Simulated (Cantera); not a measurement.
A perfectly stirred reactor is fed with NO : N₂ = 1 : 0.18 (molar parts), at 1.28 atm; it is held at 2150 K, and followed from long to short residence time.

Model: GRI-Mech 3.0 (53 species, 325 reactions), integrated in Cantera.

What does this change do: pressure from 1.28 atm to 0.0257 atm?


```
quantity                 before     after
---------------------  --------  --------
x(NO) at τ = 15.0 s      0.0274    0.0803
x(O₂) at τ = 15.0 s       0.409     0.378
x(N₂) at τ = 15.0 s       0.562     0.534
x(O) at τ = 15.0 s      0.00110   0.00749
x(N₂O) at τ = 15.0 s    9.62e-7   1.33e-6
x(NO) at τ = 22.0 ms      0.701     0.841
x(O₂) at τ = 22.0 ms     0.0721   0.00220
x(N₂) at τ = 22.0 ms      0.225     0.155
x(O) at τ = 22.0 ms    0.000519   0.00125
x(N₂O) at τ = 22.0 ms  0.000236  0.000235
```
Radical loss at walls, strong at low pressure, is not modelled.

What does this change do: pressure from 1.28 atm to 0.0263 atm?


| quantity | before | after |
|---|---|---|
| x(NO) at τ = 15.0 s | 0.0274 | 0.0796 |
| x(O₂) at τ = 15.0 s | 0.409 | 0.379 |
| x(N₂) at τ = 15.0 s | 0.562 | 0.534 |
| x(O) at τ = 15.0 s | 0.00110 | 0.00740 |
| x(N₂O) at τ = 15.0 s | 9.62e-7 | 1.32e-6 |
| x(NO) at τ = 22.0 ms | 0.701 | 0.841 |
| x(O₂) at τ = 22.0 ms | 0.0721 | 0.00228 |
| x(N₂) at τ = 22.0 ms | 0.225 | 0.155 |
| x(O) at τ = 22.0 ms | 0.000519 | 0.00126 |
| x(N₂O) at τ = 22.0 ms | 0.000236 | 0.000235 |
Radical loss at walls, strong at low pressure, is not modelled.
